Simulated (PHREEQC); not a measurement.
# Leach liquor (model solution)

Make-up at 25 °C: 0.007 mol HCl, 0.0022 mol CuSO4 and 0.0034 mol NiSO4 per kg of water. Closed to the air; pH follows from the charge balance.

Computed with PHREEQC (ion-association model, wateq4f.dat).

Each row changes one thing in this solution. No solid was allowed to form.

```
case                                    pH  ionic strength (mol/kgw)  SO4-2 (mol/kgw)  Ni+2 (mol/kgw)  Cu+2 (mol/kgw)  HSO4- (mol/kgw)  SI of Chalcanthite (CuSO4:5H2O)  SI of Morenosite (NiSO4:7H2O)
------------------------------------  ----  ------------------------  ---------------  --------------  --------------  ---------------  -------------------------------  -----------------------------
as made                               2.29                    0.0231          0.00347         0.00279         0.00177          0.00114                            -3.06                          -3.16
diluted 10-fold with water            3.19                   0.00275         0.000501        0.000320        0.000206          2.62e-5                            -4.54                          -4.63
NiSO4 from 0.0034 to 0.00306 mol/kgw  2.28                    0.0221          0.00327         0.00252         0.00179          0.00109                            -3.07                          -3.22
0.0011 mol/kgw Ca(HCO3)2 added        2.45                    0.0240          0.00359         0.00278         0.00177         0.000798                            -3.05                          -3.15
CuSO4 from 0.0022 to 0.0044 mol/kgw   2.31                    0.0286          0.00473         0.00268         0.00340          0.00141                            -2.68                          -3.09
```
